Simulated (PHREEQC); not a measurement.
Dissolve 0.0021 mol/kgw Pb(NO3)2 and 0.062 mol/kgw Na2SO4 at 25 °C. Closed to the air; pH follows from the charge balance.

Computed with PHREEQC (ion-association model, wateq4f.dat).

```tsv
quantity	before	after
pH	5.96	6.45
ionic strength (mol/kgw)	0.168	0.169
Na+ (mol/kgw)	0.115	0.115
SO4-2 (mol/kgw)	0.0509	0.0512
NaSO4- (mol/kgw)	0.00910	0.00912
HSO4- (mol/kgw)	2.28e-6	7.35e-7
SI of Mirabilite (Na2SO4:10H2O)	-2.82	-2.82
```

**Question.** Name the change that produced these shifts.
A) Pb(NO3)2 replaced by Zn(NO3)2 at the same molality
B) Pb(NO3)2 from 0.0021 to 0.0105 mol/kgw
C) Pb(NO3)2 left out
D) Na2SO4 from 0.062 to 0.093 mol/kgw
E) diluted 2-fold with water

**Answer.** A, Pb(NO3)2 replaced by Zn(NO3)2 at the same molality

No solid was allowed to form. Some of these states are supersaturated (in Anglesite, Larnakite, for instance).
